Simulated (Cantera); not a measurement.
Input: 1 mol CaF₂, 13 mol N₂, held at 1775 °C and 17000 Pa.

Cantera equilibrium calculation (NASA polynomials, part measured and part estimated; ideal gas, pure solids and liquids). Candidate condensed phases: Ca, CaF₂; 11 gas species. Equilibrium is a limit: real reactors are often held back by kinetics, nucleation or transport.

Base state: N₂ 0.966, CaF₂ 0.0335, F 1.45e-5, CaF 1.45e-5 (mole fractions); condensed: CaF₂(l).

What changes in the equilibrium state with this change: temperature from 1775 °C to 1600 °C?


| species | before | after |
|---|---|---|
| N₂ | 0.966 | 0.995 |
| CaF₂ | 0.0335 | 0.00508 |
| F | 1.45e-5 | 1.11e-6 |
| CaF | 1.45e-5 | 1.11e-6 |
| CaF₂(l), mol | 0.549 | 0.934 |
